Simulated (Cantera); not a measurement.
Input: 1 mol TEOS, 3.6 mol N₂O, 0.81 mol H₂, held at 2023.15 K and 12000 Pa.

Equilibrium computed with Cantera from the NASA thermochemical tables; the gas is ideal and each condensed phase is pure. Candidate condensed phases: C, C₆H₆, C₇H₈, C₈H₁₈, H₂O, Si, SiC, SiO₂, Si₂N₂O, Si₃N₄; 151 gas species. The feed counts by its element totals alone. Kinetics and transport are ignored.

Base state: H₂ 0.487, CO 0.330, N₂ 0.162, SiO 0.0148, H 0.00383, HCN 0.00212, HNC 0.000126, C₂H₂ (acetylene) 9.54e-5 (mole fractions); condensed: SiC(s).

**Question.** What changes in the equilibrium state with this change: temperature from 2023.15 K to 1448 K?

**Answer.** 
```
species             before    after
----------------  --------  -------
H₂                   0.487    0.514
CO                   0.330    0.338
N₂                   0.162    0.147
SiO                 0.0148  1.27e-5
Si                 6.05e-5    <1e-9
H                  0.00383  1.91e-5
HNC               0.000126  2.82e-6
C₂H₂ (acetylene)   9.54e-5  2.44e-6
SiC(s), mol          0.672        0
C(graphite), mol         0    0.895
Si₂N₂O(s), mol           0    0.500
```
